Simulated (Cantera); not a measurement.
**Thermodynamics of silicon nitride deposition, feed SiCl4 + NH3 + H2**

A closed system holds: 1 mol SiCl4, 0.14 mol NH3, a varied amount of H2, equilibrated at 825 °C and 0.380 bar.

Equilibrium computed with Cantera from the NASA thermochemical tables; the gas is ideal and each condensed phase is pure. Candidate condensed phases: NH4Cl, Si, Si3N4; 28 gas species. The tables' values for SiCl3 are old estimates; treat these amounts as uncertain. Equilibrium is a limit: real reactors are often held back by kinetics, nucleation or transport.

From 1.2 mol H2 to 30 mol H2 the condensed part is Si3N4(s). The main Si-bearing gas is SiCl4 throughout.

```json
[
 {"n(H2) (mol)": "1.2", "log p H2": "-0.75", "log p SiCl4": "-0.89", "log p HCl": "-1.16", "log p SiHCl3": "-2.32", "log p SiCl3": "-3.20", "log p SiH2Cl2": "-4.67", "log p SiCl2": "-4.37", "log p N2": "-4.40", "n Si3N4(s)": "0.0349"},
 {"n(H2) (mol)": "3.8", "log p H2": "-0.56", "log p SiCl4": "-1.23", "log p HCl": "-1.42", "log p SiHCl3": "-2.21", "log p SiCl3": "-3.19", "log p SiH2Cl2": "-4.11", "log p SiCl2": "-4.00", "log p N2": "-5.99", "n Si3N4(s)": "0.0350"},
 {"n(H2) (mol)": "6.4", "log p H2": "-0.51", "log p SiCl4": "-1.43", "log p HCl": "-1.56", "log p SiHCl3": "-2.22", "log p SiCl3": "-3.23", "log p SiH2Cl2": "-3.94", "log p SiCl2": "-3.88", "log p N2": "-6.67", "n Si3N4(s)": "0.0350"},
 {"n(H2) (mol)": "9", "log p H2": "-0.49", "log p SiCl4": "-1.58", "log p HCl": "-1.65", "log p SiHCl3": "-2.25", "log p SiCl3": "-3.27", "log p SiH2Cl2": "-3.84", "log p SiCl2": "-3.81", "log p N2": "-7.10", "n Si3N4(s)": "0.0350"},
 {"n(H2) (mol)": "12", "log p H2": "-0.47", "log p SiCl4": "-1.71", "log p HCl": "-1.74", "log p SiHCl3": "-2.28", "log p SiCl3": "-3.31", "log p SiH2Cl2": "-3.78", "log p SiCl2": "-3.76", "log p N2": "-7.45", "n Si3N4(s)": "0.0350"},
 {"n(H2) (mol)": "14", "log p H2": "-0.47", "log p SiCl4": "-1.78", "log p HCl": "-1.78", "log p SiHCl3": "-2.31", "log p SiCl3": "-3.34", "log p SiH2Cl2": "-3.75", "log p SiCl2": "-3.74", "log p N2": "-7.63", "n Si3N4(s)": "0.0350"},
 {"n(H2) (mol)": "17", "log p H2": "-0.46", "log p SiCl4": "-1.88", "log p HCl": "-1.84", "log p SiHCl3": "-2.34", "log p SiCl3": "-3.37", "log p SiH2Cl2": "-3.72", "log p SiCl2": "-3.71", "log p N2": "-7.85", "n Si3N4(s)": "0.0350"},
 {"n(H2) (mol)": "19", "log p H2": "-0.46", "log p SiCl4": "-1.94", "log p HCl": "-1.87", "log p SiHCl3": "-2.36", "log p SiCl3": "-3.39", "log p SiH2Cl2": "-3.70", "log p SiCl2": "-3.70", "log p N2": "-7.97", "n Si3N4(s)": "0.0350"},
 {"n(H2) (mol)": "22", "log p H2": "-0.45", "log p SiCl4": "-2.01", "log p HCl": "-1.92", "log p SiHCl3": "-2.39", "log p SiCl3": "-3.42", "log p SiH2Cl2": "-3.68", "log p SiCl2": "-3.68", "log p N2": "-8.13", "n Si3N4(s)": "0.0350"},
 {"n(H2) (mol)": "25", "log p H2": "-0.45", "log p SiCl4": "-2.08", "log p HCl": "-1.95", "log p SiHCl3": "-2.41", "log p SiCl3": "-3.45", "log p SiH2Cl2": "-3.67", "log p SiCl2": "-3.67", "log p N2": "-8.27", "n Si3N4(s)": "0.0350"},
 {"n(H2) (mol)": "27", "log p H2": "-0.45", "log p SiCl4": "-2.12", "log p HCl": "-1.98", "log p SiHCl3": "-2.43", "log p SiCl3": "-3.47", "log p SiH2Cl2": "-3.66", "log p SiCl2": "-3.67", "log p N2": "-8.35", "n Si3N4(s)": "0.0350"},
 {"n(H2) (mol)": "30", "log p H2": "-0.44", "log p SiCl4": "-2.18", "log p HCl": "-2.01", "log p SiHCl3": "-2.46", "log p SiCl3": "-3.49", "log p SiH2Cl2": "-3.65", "log p SiCl2": "-3.66", "log p N2": "-8.46", "n Si3N4(s)": "0.0350"}
]
```
log p: log10 of the partial pressure in bar; n: condensed amount in mol.
